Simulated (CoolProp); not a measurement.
Vapour pressure (kPa) of octamethyltrisiloxane (MDM): the reference equation beside estimates from Tc = 565.4 K, pc = 1438 kPa, ω = 0.528. Clausius-Clapeyron is anchored at 411.1 K with a constant enthalpy of vaporisation of 37.62 kJ/mol.

The numbers come from the reference Helmholtz-energy equation of state, Thol 2017 in CoolProp.

| T (K) | reference | Clausius-Clapeyron | van der Waals | Redlich-Kwong | Peng-Robinson |
|---|---|---|---|---|---|
| 368.9 | 17.04 | 19.34 | 199.4 | 67.45 | 17.47 |
| 390 | 35.75 | 37.55 | 267.3 | 111.0 | 35.99 |
| 411.1 | 68.11 | 68.11 | 348.9 | 171.9 | 67.85 |
| 432.2 | 119.9 | 116.6 | 445.1 | 253.6 | 118.9 |
| 453.3 | 198.0 | 189.8 | 556.8 | 359.2 | 196.2 |
| 474.4 | 309.9 | 295.8 | 684.7 | 491.7 | 308.0 |
| 495.5 | 464.2 | 444.0 | 829.6 | 654.1 | 463.5 |
| 516.6 | 671.0 | 644.7 | 992.0 | 849.0 | 673.5 |

Absolute difference from the reference over all 8 rows, mean and median: Clausius-Clapeyron 4.8 and 4.2 %, van der Waals 353.8 and 226.2 %, Redlich-Kwong 122.2 and 96.5 %, Peng-Robinson 0.8 and 0.6 %.
